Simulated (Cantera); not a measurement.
A perfectly stirred reactor is fed with 2.66 % CH4, 94.9 % H2, 2.47 % CO2, at 1100 Pa; it is held at 2398 K, and followed from long to short residence time.

Computed with Cantera and GRI-Mech 3.0 (53 species, 325 reactions). Radical loss at walls, strong at low pressure, is not modelled.

x: mole fraction; the columns are a selection and need not sum to one.

```
τ (s)       x CH4   x H2     x CO2    x CH2O    x C2H
-------  --------  -----  --------  --------  -------
21        5.34e-6  0.825   8.55e-7  2.91e-10  7.70e-6
5.1       1.52e-5  0.843   3.87e-6   1.29e-9  7.38e-6
1.2       8.56e-5  0.882   2.17e-5   1.30e-8  7.65e-6
0.29     0.000435  0.906   9.38e-5   8.99e-8        …
0.071     0.00151  0.914  0.000353   3.60e-7        …
0.017     0.00457  0.917   0.00157   9.35e-7        …
0.0041     0.0118  0.922   0.00684   1.66e-6        …
0.00099    0.0213  0.936    0.0186   1.61e-6        …
0.00024    0.0253  0.946    0.0241   4.29e-7        …
```

Task: Some entries are withheld; supply them.

Result: 
- 0.29, x C2H: 1.03e-5
- 0.071, x C2H: 1.29e-5
- 0.017, x C2H: 1.10e-5
- 0.0041, x C2H: 4.70e-6
- 0.00099, x C2H: 3.55e-7
- 0.00024, x C2H: 1.64e-9
